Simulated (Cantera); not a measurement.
Charge: 1 mol SiCl4, 5.8 mol O2, at 1350 K and 1000 Pa.

Method: chemical equilibrium by Gibbs-energy minimisation in Cantera with the NASA 1993 tables (ideal gas, pure condensed phases). Candidate condensed phases: Si, SiO2; 15 gas species. The tables hold silica as quartz up to 1696 K and as liquid above; real silica turns to tridymite and cristobalite and melts near 1996 K. Equilibrium is a limit: real reactors are often held back by kinetics, nucleation or transport.

Base state: O2 0.673, Cl2 0.234, Cl 0.0923, ClO 0.000230 (mole fractions); condensed: SiO2(β-quartz).

What changes in the equilibrium state with this change: SiCl4 replaced by SiH2Cl2?


```tsv
species	before	after
O2	0.673	0.695
HCl	0	0.249
H2O	0	0.0226
Cl2	0.234	0.0121
Cl	0.0923	0.0210
OH	0	3.72e-5
ClO	0.000230	5.32e-5
SiO2(β-quartz), mol	1.00	1.00
```
Further candidate phases: H2O.
